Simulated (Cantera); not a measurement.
A closed system holds: 1 mol SiH4, 0.16 mol HCl, 8.1 mol H2, equilibrated at 2423.15 K and 21.0 mbar.

Cantera equilibrium calculation (NASA polynomials, part measured and part estimated; ideal gas, pure solids and liquids). Candidate condensed phases: Si; 19 gas species. The tables' values for SiCl are old estimates; treat these amounts as uncertain. Gases not in the tables: Si2H6 and higher silanes. Rates play no part.

Task: What is the equilibrium state?

Result: 
```json
{
 "x(H2)": "0.796",
 "x(H)": "0.109",
 "x(Si)": "0.0773",
 "x(HCl)": "0.0113",
 "x(SiH)": "0.00298",
 "x(Si2)": "0.00114",
 "x(Cl)": "0.00110",
 "x(SiCl)": "0.000780",
 "x(SiH2)": "0.000378",
 "gas_amount": "11.87 mol",
 "log10 activity of Si(l) (absent)": "-0.21"
}
```
